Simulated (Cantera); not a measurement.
Cantera run:

```python
import numpy as np
import cantera as ct

gas_names = """
    CL CL2 H HCL H2 Si SiCL SiCL2 SiCL3 SiCL4 SiH SiHCL3 SiH2 SiH2CL2 SiH3 SiH3CL SiH4 Si2 Si3
""".split()
cond_names = """
    Si(cr) Si(L)
""".split()


def load(file, names, dense=False):
    # The tables refer to 1 bar. Condensed volumes are neglected.
    table = {s.name: s for s in ct.Species.list_from_file(file)}
    out = []
    for n in names:
        d = dict(table[n].input_data)
        d["thermo"] = dict(d["thermo"], **{"reference-pressure": 1e5})
        if dense:
            d["equation-of-state"] = {"model": "constant-volume", "density": "1e6 g/cm^3"}
        out.append(ct.Species.from_dict(d))
    return out


gas = ct.Solution(thermo="ideal-gas", species=load("nasa_gas.yaml", gas_names))
cond = {s.name: ct.Solution(thermo="fixed-stoichiometry", species=[s], name=s.name)
        for s in load("nasa_condensed.yaml", cond_names, dense=True)}
atoms = {
    'SiCl4': {'Si': 1, 'CL': 4},
    'HCl': {'H': 1, 'CL': 1},
    'H2': {'H': 2},
    'Cl2': {'CL': 2},
}
top_T = {}  # K; cautious upper limits of use, not melting points


def equilibrate(T, P, feed):
    n = {}
    for name, mol in feed.items():
        for a, k in atoms[name].items():
            n[a] = n.get(a, 0.0) + k * mol
    gas.TPX = T, P, n
    mass = sum(n.values()) * gas.mean_molecular_weight
    gas.equilibrate("TP")
    valid = [c for c in cond.values() if c.min_temp <= T <= top_T.get(c.name, c.max_temp)]
    mix = ct.Mixture([(gas, mass / gas.mean_molecular_weight)] + [(c, 0.0) for c in valid])
    mix.T, mix.P = T, P
    mix.equilibrate("TP", solver="vcs", rtol=1e-11, max_steps=5000)
    return mix


results = []
feed = {'SiCl4': 1, 'HCl': 3.8, 'H2': 9.7, 'Cl2': 0.00076}  # mol
P = 1600000  # Pa
for T in [1123, 1173, 1223, 1273, 1323, 1373, 1423, 1473, 1523, 1573, 1623, 1673, 1723, 1773]:
    mix = equilibrate(T, P, feed)
    results.append((T, P, feed, dict(zip(mix.species_names, mix.species_moles))))

top = {s: max(r[3][s] / sum(r[3][g] for g in gas_names) for r in results) for s in gas_names}
cols = sorted((s for s in top if top[s] > 0.0001), key=lambda s: -top[s])[:6]
seen = [c for c in cond_names if any(r[3].get(c, 0) > 1e-12 for r in results)]
print("log10 of partial pressures in bar; condensed amounts in mol")
print(f"{'T/K':>10s}" + "".join(f"{s[:9]:>10s}" for s in cols + seen))
for T, P, feed, n in results:
    ng = sum(n[g] for g in gas_names)
    print(f"{T:10.4g}" + "".join(f"{np.log10(max(n[s] / ng * P / 1e5, 1e-99)):10.3f}" for s in cols)
          + "".join(f"{n.get(c, 0):10.4g}" for c in seen))
```

Result:

```
log10 of partial pressures in bar; condensed amounts in mol
       T/K        H2       HCL     SiCL4     SiCL2     SiCL3    SiHCL3
      1123     1.028     0.628     0.024    -4.939    -3.005    -1.342
      1173     1.027     0.629     0.017    -4.362    -2.669    -1.218
      1223     1.026     0.631     0.009    -3.837    -2.365    -1.107
      1273     1.025     0.634    -0.002    -3.359    -2.089    -1.009
      1323     1.024     0.637    -0.015    -2.923    -1.838    -0.923
      1373     1.022     0.640    -0.032    -2.526    -1.611    -0.849
      1423     1.021     0.645    -0.052    -2.166    -1.407    -0.786
      1473     1.018     0.650    -0.078    -1.840    -1.226    -0.736
      1523     1.016     0.657    -0.110    -1.548    -1.067    -0.700
      1573     1.012     0.664    -0.150    -1.291    -0.930    -0.680
      1623     1.008     0.673    -0.200    -1.066    -0.817    -0.675
      1673     1.004     0.683    -0.262    -0.873    -0.727    -0.687
      1723     0.999     0.694    -0.335    -0.711    -0.660    -0.716
      1773     0.994     0.705    -0.420    -0.577    -0.613    -0.761
```

Equilibrium computed with Cantera from the NASA thermochemical tables; the gas is ideal and each condensed phase is pure. The tables' values for SiCl3 are old estimates; treat these amounts as uncertain.
